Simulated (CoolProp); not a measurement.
Vapour-liquid equilibrium of CHF3 (R23) (1) + sulfur hexafluoride (2) at 252.3 K; x and y are mole fractions of (1).

Values from CoolProp's multi-fluid Helmholtz-energy mixture model, Penoncello 2003 and Guder 2009; pair parameters Bell 2016.

| x | bubble pressure, mixture model (MPa) | bubble pressure, Raoult's law (MPa) | y, mixture model | y, Raoult's law |
|---|---|---|---|---|
| 0.05 | 0.8043 | 0.7051 | 0.179 | 0.096 |
| 0.15 | 0.9976 | 0.7739 | 0.366 | 0.263 |
| 0.25 | 1.126 | 0.8427 | 0.469 | 0.403 |
| 0.35 | 1.216 | 0.9115 | 0.539 | 0.522 |
| 0.45 | 1.283 | 0.9802 | 0.597 | 0.624 |
| 0.55 | 1.333 | 1.049 | 0.651 | 0.712 |
| 0.65 | 1.370 | 1.118 | 0.707 | 0.790 |
| 0.75 | 1.393 | 1.187 | 0.770 | 0.859 |
| 0.85 | 1.398 | 1.255 | 0.846 | 0.920 |
| 0.95 | 1.380 | 1.324 | 0.941 | 0.975 |

The largest gap from Raoult's law is +33.6 % in bubble pressure, at x = 0.25. y crosses x between x = 0.75 and 0.85: the model has an azeotrope there.

The pair parameters rest on a limited set of measurements; away from them the model extrapolates.
